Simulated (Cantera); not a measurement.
# Thermodynamics of metals in furnace atmospheres, feed Fe + H2S + H2

Input: 1 mol Fe, 0.01 mol H2S, 1.6 mol H2, held at 11000 Pa.

These are equilibrium values from Cantera (NASA tables, ideal gas, pure condensed phases), not measurements of a reactor. Candidate condensed phases: Fe, FeS, FeS2, S; 8 gas species. Mutual solubility and eutectic melting of coexisting phases are not modelled. FeS: taken at fixed stoichiometry. Gases not in the tables: S3 to S7. Kinetics and transport are ignored.

From 350 °C to 750 °C the condensed part is Fe(α) + FeS(s). At 950 °C the condensed part is Fe(γ) + FeS(s). From 1150 °C to 1350 °C the condensed part is Fe(γ). From 1550 °C to 1750 °C the condensed part is Fe(l).

| T (°C) | x H2 | x H2S | x H | x Fe | x SH | x S2 | n Fe(α) | n FeS(s) | n Fe(γ) | n Fe(l) |
|---|---|---|---|---|---|---|---|---|---|---|
| 350 | 1.000 | 8.80e-6 | <1e-12 | <1e-12 | <1e-12 | <1e-12 | 0.990 | 0.00999 | 0 | 0 |
| 550 | 1.000 | 0.000203 | 2.21e-11 | <1e-12 | 5.27e-11 | <1e-12 | 0.990 | 0.00967 | 0 | 0 |
| 750 | 0.999 | 0.00131 | 1.25e-8 | <1e-12 | 3.73e-8 | 1.39e-9 | 0.992 | 0.00789 | 0 | 0 |
| 950 | 0.995 | 0.00478 | 9.04e-7 | 9.61e-10 | 3.23e-6 | 5.93e-7 | 0 | 0.00230 | 0.998 | 0 |
| 1150 | 0.994 | 0.00615 | 2.00e-5 | 2.42e-7 | 4.05e-5 | 1.20e-5 | 0 | 0 | 1.00 | 0 |
| 1350 | 0.994 | 0.00585 | 0.000208 | 1.52e-5 | 0.000215 | 7.18e-5 | 0 | 0 | 1.000 | 0 |
| 1550 | 0.992 | 0.00500 | 0.00130 | 0.000370 | 0.000701 | 0.000230 | 0 | 0 | 0 | 0.999 |
| 1750 | 0.984 | 0.00363 | 0.00568 | 0.00428 | 0.00150 | 0.000402 | 0 | 0 | 0 | 0.993 |
x: gas mole fraction; n: condensed amount in mol.
